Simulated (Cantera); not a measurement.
What does this Cantera script print?

```python
import numpy as np
import cantera as ct

gas_names = """
    N NO NO2 NO3 N2 N2O O O2 O3 Si SiN SiO SiO2 Si2 Si2N Si3
""".split()
cond_names = """
    Si(cr) Si(L) SiO2(Lqz) SiO2(hqz) SiO2(L) Si2N2O(s) Si3N4(a)
""".split()


def load(file, names, dense=False):
    # The tables refer to 1 bar. Condensed volumes are neglected.
    table = {s.name: s for s in ct.Species.list_from_file(file)}
    out = []
    for n in names:
        d = dict(table[n].input_data)
        d["thermo"] = dict(d["thermo"], **{"reference-pressure": 1e5})
        if dense:
            d["equation-of-state"] = {"model": "constant-volume", "density": "1e6 g/cm^3"}
        out.append(ct.Species.from_dict(d))
    return out


gas = ct.Solution(thermo="ideal-gas", species=load("nasa_gas.yaml", gas_names))
cond = {s.name: ct.Solution(thermo="fixed-stoichiometry", species=[s], name=s.name)
        for s in load("nasa_condensed.yaml", cond_names, dense=True)}
atoms = {
    'Si': {'Si': 1},
    'O2': {'O': 2},
    'N2': {'N': 2},
    'N2O': {'N': 2, 'O': 1},
}
top_T = {'Si2N2O(s)': 2100, 'Si3N4(a)': 2400}  # K; cautious upper limits of use, not melting points


def equilibrate(T, P, feed):
    n = {}
    for name, mol in feed.items():
        for a, k in atoms[name].items():
            n[a] = n.get(a, 0.0) + k * mol
    gas.TPX = T, P, n
    mass = sum(n.values()) * gas.mean_molecular_weight
    gas.equilibrate("TP")
    valid = [c for c in cond.values() if c.min_temp <= T <= top_T.get(c.name, c.max_temp)]
    mix = ct.Mixture([(gas, mass / gas.mean_molecular_weight)] + [(c, 0.0) for c in valid])
    mix.T, mix.P = T, P
    mix.equilibrate("TP", solver="vcs", rtol=1e-11, max_steps=5000)
    return mix


results = []
feed = {'Si': 1, 'O2': 0.13, 'N2': 17, 'N2O': 1.4}  # mol
T = 1623  # K
P = 5.5  # Pa
mix = equilibrate(T, P, feed)
results.append((T, P, feed, dict(zip(mix.species_names, mix.species_moles))))
print(gas.report(threshold=0.001))
for i in range(1, mix.n_phases):
    print(f"{mix.phase(i).name:16s} {mix.phase_moles(i):12.5e} mol")
```

Result:

```
       temperature   1623 K
          pressure   5.5 Pa
           density   1.1537e-05 kg/m^3
  mean mol. weight   28.306 kg/kmol
   phase of matter   gas

                          1 kg             1 kmol
                     ---------------   ---------------
          enthalpy        1.4453e+06        4.0909e+07  J
   internal energy        9.6853e+05        2.7415e+07  J
           entropy             11565        3.2736e+05  J/K
    Gibbs function       -1.7325e+07       -4.9039e+08  J
 heat capacity c_p            1242.5             35171  J/K
 heat capacity c_v             948.8             26856  J/K

                      mass frac. Y      mole frac. X     chem. pot. / RT
                     ---------------   ---------------   ---------------
                N2           0.97174           0.98185           -36.084
               SiO          0.028257          0.018143           -50.182
     [  +14 minor]        3.3585e-06        1.8227e-06

Si(cr)            0.00000e+00 mol
SiO2(hqz)         6.59966e-01 mol
Si2N2O(s)         0.00000e+00 mol
Si3N4(a)          0.00000e+00 mol
```

Cantera equilibrium calculation (NASA polynomials, part measured and part estimated; ideal gas, pure solids and liquids). The tables hold silica as quartz up to 1696 K and as liquid above; real silica turns to tridymite and cristobalite and melts near 1996 K.
